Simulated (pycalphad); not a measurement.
CALPHAD calculation (pycalphad, COST 507 light-alloy database (1999)), 1 atm. The database dates from 1999; later assessments differ in places, in temperatures and in the compounds included. Diffusion is slow at the low end, where real alloys seldom reach equilibrium.

**Question.** Which phases does Li-78 at.% Mg hold at 350 K, with what compositions and amounts?

**Answer.** BCC_A2 with 67.6 at.% Mg and HCP_A3 with 83.0 at.% Mg. The lever rule gives (78 − 67.6)/(83.0 − 67.6) = 0.68 of HCP_A3 and 0.32 of BCC_A2.

**Question.** Which phases does Li-48 at.% Mg hold at 790 K, with what compositions and amounts?

**Answer.** LIQUID with 45.7 at.% Mg and BCC_A2 with 54.2 at.% Mg. The lever rule gives (48 − 45.7)/(54.2 − 45.7) = 0.27 of BCC_A2 and 0.73 of LIQUID.

**Question.** Which phases does Li-47 at.% Mg hold at 777 K, with what compositions and amounts?

**Answer.** LIQUID with 43.5 at.% Mg and BCC_A2 with 52.6 at.% Mg. The lever rule gives (47 − 43.5)/(52.6 − 43.5) = 0.39 of BCC_A2 and 0.61 of LIQUID.

**Question.** Which phases does Li-78 at.% Mg hold at 603 K, with what compositions and amounts?

**Answer.** BCC_A2 with 71.5 at.% Mg and HCP_A3 with 82.3 at.% Mg. The lever rule gives (78 − 71.5)/(82.3 − 71.5) = 0.60 of HCP_A3 and 0.40 of BCC_A2.

BCC_A2 is bcc; HCP_A3 is hcp.
